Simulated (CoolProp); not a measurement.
Properties of n-dodecane along the isobar 74.6 bar.

Values from CoolProp's reference Helmholtz-energy equation of state, Lemmon 2004. It is a short technical equation, of lower accuracy than the large ones.

```json
[
 {"T (°C)": "148.65", "phase": "liquid", "cp (kJ/(kg K))": "2.663", "speed of sound (m/s)": "917.4", "Joule-Thomson coefficient (K/MPa)": "-0.3039", "conductivity (mW/(m K))": "113", "Prandtl number": "8.66"},
 {"T (°C)": "170.65", "phase": "liquid", "cp (kJ/(kg K))": "[?]", "speed of sound (m/s)": "855.2", "Joule-Thomson coefficient (K/MPa)": "-0.2755", "conductivity (mW/(m K))": "109", "Prandtl number": "7.85"},
 {"T (°C)": "192.65", "phase": "liquid", "cp (kJ/(kg K))": "2.832", "speed of sound (m/s)": "795.3", "Joule-Thomson coefficient (K/MPa)": "-0.2444", "conductivity (mW/(m K))": "[?]", "Prandtl number": "7.18"},
 {"T (°C)": "214.75", "phase": "liquid", "cp (kJ/(kg K))": "2.916", "speed of sound (m/s)": "737.1", "Joule-Thomson coefficient (K/MPa)": "-0.2097", "conductivity (mW/(m K))": "101", "Prandtl number": "[?]"},
 {"T (°C)": "236.75", "phase": "liquid", "cp (kJ/(kg K))": "2.997", "speed of sound (m/s)": "681.1", "Joule-Thomson coefficient (K/MPa)": "-0.1706", "conductivity (mW/(m K))": "97.4", "Prandtl number": "6.09"},
 {"T (°C)": "258.75", "phase": "liquid", "cp (kJ/(kg K))": "3.077", "speed of sound (m/s)": "627.0", "Joule-Thomson coefficient (K/MPa)": "-0.1255", "conductivity (mW/(m K))": "93.9", "Prandtl number": "5.63"},
 {"T (°C)": "280.75", "phase": "liquid", "cp (kJ/(kg K))": "3.156", "speed of sound (m/s)": "574.8", "Joule-Thomson coefficient (K/MPa)": "[?]", "conductivity (mW/(m K))": "90.5", "Prandtl number": "5.19"},
 {"T (°C)": "302.85", "phase": "liquid", "cp (kJ/(kg K))": "3.232", "speed of sound (m/s)": "524.5", "Joule-Thomson coefficient (K/MPa)": "-0.009957", "conductivity (mW/(m K))": "87.3", "Prandtl number": "4.78"},
 {"T (°C)": "324.85", "phase": "liquid", "cp (kJ/(kg K))": "3.306", "speed of sound (m/s)": "476.7", "Joule-Thomson coefficient (K/MPa)": "0.06488", "conductivity (mW/(m K))": "84.3", "Prandtl number": "4.38"},
 {"T (°C)": "346.85", "phase": "liquid", "cp (kJ/(kg K))": "3.378", "speed of sound (m/s)": "431.7", "Joule-Thomson coefficient (K/MPa)": "0.1549", "conductivity (mW/(m K))": "81.6", "Prandtl number": "4.00"}
]
```

Complete the blanks.


- 170.65, cp (kJ/(kg K)): 2.748
- 192.65, conductivity (mW/(m K)): 105
- 214.75, Prandtl number: 6.60
- 280.75, Joule-Thomson coefficient (K/MPa): -0.07274

Viscosity comes from a separate model (Huber 2004). Thermal conductivity comes from a separate model (Huber 2004).
